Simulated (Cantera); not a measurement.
## Si + CO2 + N2 (thermal oxidation and active oxidation of silicon)

A closed system holds: 1 mol Si, 0.14 mol CO2, 2.8 mol N2, equilibrated at 61.5 Torr.

Method: chemical equilibrium by Gibbs-energy minimisation in Cantera with the NASA 1993 tables (ideal gas, pure condensed phases). Candidate condensed phases: C, Si, SiC, SiO2, Si2N2O, Si3N4; 34 gas species. N2 is the only nitrogen source here; it is nearly inert below about 1500 K, so the nitride shown seldom forms there in practice. Mutual solubility and eutectic melting of coexisting phases are not modelled. Equilibrium is a limit: real reactors are often held back by kinetics, nucleation or transport.

| T (K) | x N2 | x CO | x SiO | x C2N2 | x Si | n C(graphite) | n Si2N2O(s) | n Si3N4(s) | n SiC(s) |
|---|---|---|---|---|---|---|---|---|---|
| 1123 | 1.00 | 6.80e-8 | <1e-12 | <1e-12 | <1e-12 | 0.140 | 0.280 | 0.147 | 0 |
| 1173 | 1.00 | 3.06e-7 | 2.02e-12 | 3.20e-12 | <1e-12 | 0.140 | 0.280 | 0.147 | 0 |
| 1223 | 1.000 | 1.22e-6 | 2.33e-11 | 1.19e-11 | <1e-12 | 0.140 | 0.280 | 0.147 | 0 |
| 1273 | 1.000 | 4.34e-6 | 2.21e-10 | 3.97e-11 | <1e-12 | 0.140 | 0.280 | 0.147 | 0 |
| 1323 | 1.000 | 1.40e-5 | 1.76e-9 | 1.21e-10 | <1e-12 | 0.140 | 0.280 | 0.147 | 0 |
| 1373 | 1.000 | 4.16e-5 | 1.20e-8 | 3.41e-10 | 5.30e-12 | 0.140 | 0.280 | 0.147 | 0 |
| 1423 | 1.000 | 0.000114 | 7.16e-8 | 8.92e-10 | 4.45e-11 | 0.140 | 0.280 | 0.147 | 0 |
| 1473 | 1.000 | 0.000291 | 3.76e-7 | 2.19e-9 | 3.23e-10 | 0.139 | 0.279 | 0.147 | 0 |
| 1523 | 0.999 | 0.000596 | 1.77e-6 | 3.67e-9 | 2.05e-9 | 0 | 0.279 | 0.101 | 0.139 |
x: gas mole fraction; n: condensed amount in mol.

From 1123 K to 1473 K the condensed part is C(graphite) + Si2N2O(s) + Si3N4(s). At 1523 K the condensed part is SiC(s) + Si2N2O(s) + Si3N4(s).
